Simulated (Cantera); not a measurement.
# Transport properties of process gases

Gas mixture: C2H6 : H2O : CH3OH : N2 = 0.2 : 0.73 : 0.72 : 0.5 (molar parts), at 0.0900 Torr, frozen composition.

Cantera's kinetic-theory transport with the Lennard-Jones parameters of GRI-Mech 3.0, ideal gas; thermal conductivity in the mixture-averaged form. Polar gases are described roughly by these parameters. The composition is frozen, though it would react at the higher temperatures.

| T (K) | ρ (kg/m³) | cp (J/kg/K) | μ (µPa s) | λ (mW/m/K) | Pr | D (cm²/s) OH | D (cm²/s) CO2 | D (cm²/s) O |
|---|---|---|---|---|---|---|---|---|
| 400 | 9.44e-5 | 1595 | 15.1 | 32.7 | 0.735 | 4140 | 1950 | 4220 |
| 600 | 6.29e-5 | 1919 | 22.0 | 55.5 | 0.761 | 8500 | 4190 | 8670 |
| 800 | 4.72e-5 | 2187 | 28.4 | 79.9 | 0.778 | 14000 | 7070 | 14200 |
| 1000 | 3.78e-5 | 2411 | 34.3 | 105 | 0.790 | 20500 | 10500 | 20800 |
| 1200 | 3.15e-5 | 2588 | 39.7 | 129 | 0.797 | 27800 | 14500 | 28400 |
| 1400 | 2.70e-5 | 2731 | 44.8 | 153 | 0.800 | 36000 | 18900 | 36700 |
| 1600 | 2.36e-5 | 2846 | 49.6 | 176 | 0.802 | 45100 | 23700 | 45900 |
D: mixture-averaged diffusion coefficient of that species in the mixture.
